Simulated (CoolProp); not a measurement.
The numbers come from the reference Helmholtz-energy equation of state, Thol 2019 in CoolProp.

Task: Give the vapour pressure (kPa), enthalpy of vaporisation (kJ/kg), liquid cp (kJ/(kg K)), surface tension (mN/m) of saturated n-pentane at 375.2, 390.7, 406.2 K.

Result: 
```csv
T (K),p (kPa),enthalpy of vaporisation (kJ/kg),liquid cp (kJ/(kg K)),surface tension (mN/m)
375.2,621,294,2.75,7.36
390.7,863,275,2.88,5.87
406.2,1170,252,3.03,4.44
```

Surface tension comes from a separate correlation (Mulero 2012).
